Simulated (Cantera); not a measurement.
A closed system holds: 1 mol SiF₄, 36 mol H₂, at 1400 K and 0.133 bar.

These are equilibrium values from Cantera (NASA tables, ideal gas, pure condensed phases), not measurements of a reactor. Candidate condensed phases: Si; 25 gas species. The tables' values for SiF₃, SiF₂ are old estimates; treat these amounts as uncertain. Equilibrium is a limit: real reactors are often held back by kinetics, nucleation or transport.

Base state: H₂ 0.970, SiF₄ 0.0238, HF 0.00331, SiHF₃ 0.00158, SiF₃ 0.00150, SiF₂ 6.48e-5, SiH₂F₂ 4.90e-5, H 1.31e-5 (mole fractions); condensed: gas only.

Q: What changes in the equilibrium state with this change: 0.43 mol HF added?

A: 
```tsv
species	before	after
H₂	0.970	0.961
SiF₄	0.0238	0.0258
HF	0.00331	0.0124
SiH₂F₂	4.90e-5	3.73e-6
SiF₂	6.48e-5	4.97e-6
SiHF₃	0.00158	0.000455
```
The tables' values for SiF₃ are old estimates; treat these amounts as uncertain.

Q: What changes in the equilibrium state with this change: temperature from 1400 K to 1548.15 K?

A: 
| species | before | after |
|---|---|---|
| H₂ | 0.970 | 0.966 |
| SiF₄ | 0.0238 | 0.0201 |
| HF | 0.00331 | 0.00739 |
| SiF₂ | 6.48e-5 | 0.000508 |
| H | 1.31e-5 | 8.30e-5 |
| SiF₃ | 0.00150 | 0.00442 |
| SiH₂F₂ | 4.90e-5 | 7.32e-5 |
